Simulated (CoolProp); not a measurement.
Values from CoolProp's reference Helmholtz-energy equation of state, Lemmon 2006. It is a short technical equation, of lower accuracy than the large ones.

Question: Give the vapour pressure (MPa), vapour density (kg/m³), enthalpy of vaporisation (kJ/kg), liquid cp (kJ/(kg K)) of saturated n-nonane at 178.15, 198.55, 234.35 °C.

Answer: 
| T (°C) | p (MPa) | vapour density (kg/m³) | enthalpy of vaporisation (kJ/kg) | liquid cp (kJ/(kg K)) |
|---|---|---|---|---|
| 178.15 | 0.199 | 7.49 | 270 | 2.86 |
| 198.55 | 0.309 | 11.6 | 254 | 2.96 |
| 234.35 | 0.609 | 23.3 | 222 | 3.16 |
